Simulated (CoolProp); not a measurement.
Vapour pressure (kPa) of fluorine: the reference equation beside estimates from Tc = 144.4 K, pc = 5240 kPa, ω = 0.045. Clausius-Clapeyron is anchored at 69.5 K with a constant enthalpy of vaporisation of 7.122 kJ/mol.

Computed with CoolProp (reference Helmholtz-energy equation of state, de Reuck 1990).

| T (K) | reference | Clausius-Clapeyron | Redlich-Kwong |
|---|---|---|---|
| 65.8 | 5.432 | 5.483 | 2.958 |
| 69.5 | 10.97 | 10.97 | 6.854 |
| 73.2 | ___ | 20.44 | 14.27 |
| 77 | 36.29 | ___ | 27.63 |
| 80.7 | 59.87 | 60.65 | ___ |
| 84.4 | 94.14 | 96.58 | 80.96 |
| 88.2 | 143.6 | 149.6 | 129.0 |
| 91.9 | 208.8 | 221.1 | 193.9 |
| 95.7 | 297.0 | 320.1 | 283.4 |
| 99.4 | 407.1 | 446.7 | 396.7 |
| 103.1 | ___ | 608.6 | 539.8 |

**Question.** Fill in the missing entries.

**Answer.** 
- 73.2, reference: 20.47
- 77, Clausius-Clapeyron: 36.42
- 80.7, Redlich-Kwong: 48.79
- 103.1, reference: 545.0

Absolute difference from the reference over all 11 rows, mean and median: Clausius-Clapeyron 4.1 and 2.6 %, Redlich-Kwong 17.7 and 14.0 %.
